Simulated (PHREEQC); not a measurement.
Consider water at 20 °C with 0.096 mol/kgw CuSO4, 0.0013 mol/kgw HNO3 and 0.054 mol/kgw Na2SO4. Closed to the air; pH follows from the charge balance.

Computed with PHREEQC (ion-association model, phreeqc.dat).

Each row changes one thing in this solution. Precipitation was switched off in this run.

| case | pH | ionic strength (mol/kgw) | HSO4- (mol/kgw) | CuOH+ (mol/kgw) | Cu2(OH)2+2 (mol/kgw) | Cu(OH)2 (mol/kgw) |
|---|---|---|---|---|---|---|
| as made | 3.47 | 0.320 | 0.000869 | 5.55e-7 | 1.32e-7 | 2.18e-9 |
| temperature from 20 to 35 °C | 3.56 | 0.316 | 0.000951 | 6.60e-7 | 8.18e-7 | 3.17e-9 |
| temperature from 20 to 45 °C | 3.63 | 0.314 | 0.00101 | 7.60e-7 | 2.70e-6 | 4.28e-9 |
| HNO3 from 0.0013 to 0.00065 mol/kgw | 3.77 | 0.320 | 0.000436 | 1.11e-6 | 5.24e-7 | 8.69e-9 |

Away from 25 °C the constants follow the database's enthalpies or fits; those with neither stay at their 25 °C values.
